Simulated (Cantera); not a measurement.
Input (Python, Cantera) and output of one run.

```python
import numpy as np
import cantera as ct

gas_names = """
    C CH CH2 CH3 CH4 C2 C2H C2H2,acetylene C2H2,vinylidene C2H3,vinyl C2H4 C2H5 C2H6 C3 C3H3,propargyl
    C3H4,allene C3H4,propyne C3H4,cyclo- C3H5,allyl C3H6,propylene C3H6,cyclo- C3H7,n-propyl
    C3H7,i-propyl C3H8 C4 C4H2 C4H4,1,3-cyclo- C4H6,butadiene C4H6,2-butyne C4H6,cyclo- C4H8,1-butene
    C4H8,cis2-buten C4H8,tr2-butene C4H8,isobutene C4H8,cyclo- C4H9,n-butyl C4H9,i-butyl C4H9,s-butyl
    C4H9,t-butyl C4H10,isobutane C4H10,n-butane C5 C5H6,1,3cyclo- C5H8,cyclo- C5H10,1-pentene
    C5H10,cyclo- C5H11,pentyl C5H11,t-pentyl C5H12,n-pentane C5H12,i-pentane CH3C(CH3)2CH3 C6H2
    C6H5,phenyl C6H6 C6H10,cyclo- C6H12,1-hexene C6H12,cyclo- C6H13,n-hexyl C7H7,benzyl C7H8
    C7H14,1-heptene C7H15,n-heptyl C7H16,n-heptane C8H8,styrene C8H10,ethylbenz C8H16,1-octene
    C8H17,n-octyl C8H18,isooctane C8H18,n-octane C9H19,n-nonyl C10H8,naphthale C10H21,n-decyl
    C12H9,o-bipheny C12H10,bipheny H H2 Si SiC SiC2 SiC4H12 SiH SiH2 SiH3 SiH4 Si2 Si2C Si3
""".split()
cond_names = """
    C(gr) C6H6(L) C7H8(L) C8H18(L),n-octa Si(cr) Si(L) SiC(b)
""".split()


def load(file, names, dense=False):
    # The tables refer to 1 bar. Condensed volumes are neglected.
    table = {s.name: s for s in ct.Species.list_from_file(file)}
    out = []
    for n in names:
        d = dict(table[n].input_data)
        d["thermo"] = dict(d["thermo"], **{"reference-pressure": 1e5})
        if dense:
            d["equation-of-state"] = {"model": "constant-volume", "density": "1e6 g/cm^3"}
        out.append(ct.Species.from_dict(d))
    return out


gas = ct.Solution(thermo="ideal-gas", species=load("nasa_gas.yaml", gas_names))
cond = {s.name: ct.Solution(thermo="fixed-stoichiometry", species=[s], name=s.name)
        for s in load("nasa_condensed.yaml", cond_names, dense=True)}
atoms = {
    'SiC': {'Si': 1, 'C': 1},
    'C': {'C': 1},
    'H2': {'H': 2},
    'Si': {'Si': 1},
}
top_T = {'C(gr)': 4500, 'SiC(b)': 3050}  # K; cautious upper limits of use, not melting points


def equilibrate(T, P, feed):
    n = {}
    for name, mol in feed.items():
        for a, k in atoms[name].items():
            n[a] = n.get(a, 0.0) + k * mol
    gas.TPX = T, P, n
    mass = sum(n.values()) * gas.mean_molecular_weight
    gas.equilibrate("TP")
    valid = [c for c in cond.values() if c.min_temp <= T <= top_T.get(c.name, c.max_temp)]
    mix = ct.Mixture([(gas, mass / gas.mean_molecular_weight)] + [(c, 0.0) for c in valid])
    mix.T, mix.P = T, P
    mix.equilibrate("TP", solver="vcs", rtol=1e-11, max_steps=5000)
    return mix


results = []
feed = {'SiC': 1, 'C': 0.0074, 'H2': 2.6, 'Si': 0.14}  # mol
T = 2000  # K
P = 380  # Pa
mix = equilibrate(T, P, feed)
results.append((T, P, feed, dict(zip(mix.species_names, mix.species_moles))))
x = sorted(zip(gas.X, gas.species_names), reverse=True)
print(f"T = {T:g} K  P = {P:g} Pa  gas = {mix.phase_moles(0):.4g} mol")
print("   x: " + "  ".join(f"{s} {v:.3e}" for v, s in x if v > 1e-05))
print("   condensed (mol): " + ("  ".join(f"{mix.phase(i).name} {mix.phase_moles(i):.4g}"
      for i in range(1, mix.n_phases) if mix.phase_moles(i) > 1e-12) or "none"))
```

Output:

```
T = 2000 K  P = 380 Pa  gas = 2.667 mol
   x: H2 9.616e-01  H 2.587e-02  Si 1.146e-02  SiH 4.699e-04  Si2C 3.141e-04  Si2 1.188e-04  SiH2 1.021e-04  Si3 2.547e-05
   condensed (mol): Si(L) 0.09886  SiC(b) 1.007
```

Equilibrium computed with Cantera from the NASA thermochemical tables; the gas is ideal and each condensed phase is pure. Mutual solubility and eutectic melting of coexisting phases are not modelled. Gases not in the tables: Si2H6 and higher silanes.
